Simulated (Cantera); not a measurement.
Input (Python, Cantera) and output of one run.

```python
import numpy as np
import cantera as ct

gas_names = """
    B BCL BCL2 BCL3 BH BH2 BH3 BO BOCL BO2 B2 B2O B2O2 B2O3 B3O3CL3 B3O3H3 CL CLO CL2 H HBO HBO2 HCL
    HOCL HO2 H2 H2O H2O2 H3B3O6 O OH O2 O3
""".split()
cond_names = """
    B(b) B(L) B2O3(L) B3O3H3(cr) H2O(s) H2O(L)
""".split()


def load(file, names, dense=False):
    # The tables refer to 1 bar. Condensed volumes are neglected.
    table = {s.name: s for s in ct.Species.list_from_file(file)}
    out = []
    for n in names:
        d = dict(table[n].input_data)
        d["thermo"] = dict(d["thermo"], **{"reference-pressure": 1e5})
        if dense:
            d["equation-of-state"] = {"model": "constant-volume", "density": "1e6 g/cm^3"}
        out.append(ct.Species.from_dict(d))
    return out


gas = ct.Solution(thermo="ideal-gas", species=load("nasa_gas.yaml", gas_names))
cond = {s.name: ct.Solution(thermo="fixed-stoichiometry", species=[s], name=s.name)
        for s in load("nasa_condensed.yaml", cond_names, dense=True)}
atoms = {
    'BCl3': {'B': 1, 'CL': 3},
    'O2': {'O': 2},
    'H2': {'H': 2},
}
top_T = {}  # K; cautious upper limits of use, not melting points


def equilibrate(T, P, feed):
    n = {}
    for name, mol in feed.items():
        for a, k in atoms[name].items():
            n[a] = n.get(a, 0.0) + k * mol
    gas.TPX = T, P, n
    mass = sum(n.values()) * gas.mean_molecular_weight
    gas.equilibrate("TP")
    valid = [c for c in cond.values() if c.min_temp <= T <= top_T.get(c.name, c.max_temp)]
    mix = ct.Mixture([(gas, mass / gas.mean_molecular_weight)] + [(c, 0.0) for c in valid])
    mix.T, mix.P = T, P
    mix.equilibrate("TP", solver="vcs", rtol=1e-11, max_steps=5000)
    return mix


results = []
feed = {'BCl3': 1, 'O2': 7.8, 'H2': 4.1}  # mol
P = 1333.22  # Pa
for T in [1598, 1698, 1798, 1898, 1998, 2098, 2198, 2298, 2398]:
    mix = equilibrate(T, P, feed)
    results.append((T, P, feed, dict(zip(mix.species_names, mix.species_moles))))
    x = sorted(zip(gas.X, gas.species_names), reverse=True)
    print(f"T = {T:g} K  P = {P:g} Pa  gas = {mix.phase_moles(0):.4g} mol")
    print("   x: " + "  ".join(f"{s} {v:.3e}" for v, s in x if v > 0.001))
    print("   condensed (mol): " + ("  ".join(f"{mix.phase(i).name} {mix.phase_moles(i):.4g}"
          for i in range(1, mix.n_phases) if mix.phase_moles(i) > 1e-12) or "none"))
```

Result:

```
T = 1598 K  P = 1333.22 Pa  gas = 11.91 mol
   x: O2 4.766e-01  HCL 2.293e-01  H2O 1.890e-01  HBO2 8.013e-02  CL 2.134e-02  B2O3 1.614e-03
   condensed (mol): none
T = 1698 K  P = 1333.22 Pa  gas = 11.95 mol
   x: O2 4.725e-01  HCL 2.193e-01  H2O 1.931e-01  HBO2 7.878e-02  CL 3.086e-02  B2O3 1.921e-03  OH 1.797e-03
   condensed (mol): none
T = 1798 K  P = 1333.22 Pa  gas = 12 mol
   x: O2 4.671e-01  HCL 2.073e-01  H2O 1.977e-01  HBO2 7.711e-02  CL 4.205e-02  OH 3.443e-03  B2O3 2.205e-03  BO2 1.631e-03
   condensed (mol): none
T = 1898 K  P = 1333.22 Pa  gas = 12.05 mol
   x: O2 4.604e-01  H2O 2.023e-01  HCL 1.938e-01  HBO2 7.502e-02  CL 5.445e-02  OH 6.160e-03  BO2 2.766e-03  B2O3 2.453e-03  O 1.724e-03
   condensed (mol): none
T = 1998 K  P = 1333.22 Pa  gas = 12.13 mol
   x: O2 4.519e-01  H2O 2.061e-01  HCL 1.792e-01  HBO2 7.241e-02  CL 6.751e-02  OH 1.037e-02  BO2 4.401e-03  O 3.836e-03  B2O3 2.649e-03
   condensed (mol): none
T = 2098 K  P = 1333.22 Pa  gas = 12.23 mol
   x: O2 4.410e-01  H2O 2.082e-01  HCL 1.639e-01  CL 8.069e-02  HBO2 6.915e-02  OH 1.653e-02  O 7.886e-03  BO2 6.616e-03  B2O3 2.781e-03  H2 1.587e-03  H 1.062e-03
   condensed (mol): none
T = 2198 K  P = 1333.22 Pa  gas = 12.38 mol
   x: O2 4.269e-01  H2O 2.075e-01  HCL 1.482e-01  CL 9.345e-02  HBO2 6.510e-02  OH 2.501e-02  O 1.511e-02  BO2 9.448e-03  H2 3.098e-03  B2O3 2.840e-03  H 2.684e-03
   condensed (mol): none
T = 2298 K  P = 1333.22 Pa  gas = 12.6 mol
   x: O2 4.085e-01  H2O 2.024e-01  HCL 1.322e-01  CL 1.053e-01  HBO2 6.011e-02  OH 3.598e-02  O 2.717e-02  BO2 1.285e-02  H 6.222e-03  H2 5.626e-03  B2O3 2.817e-03
   condensed (mol): none
T = 2398 K  P = 1333.22 Pa  gas = 12.93 mol
   x: O2 3.844e-01  H2O 1.914e-01  HCL 1.158e-01  CL 1.156e-01  HBO2 5.405e-02  OH 4.913e-02  O 4.608e-02  BO2 1.668e-02  H 1.330e-02  H2 9.498e-03  B2O3 2.707e-03
   condensed (mol): none
```

Equilibrium computed with Cantera from the NASA thermochemical tables; the gas is ideal and each condensed phase is pure. The tables' values for BOCl are old estimates; treat these amounts as uncertain. Gases not in the tables: H3BO3.
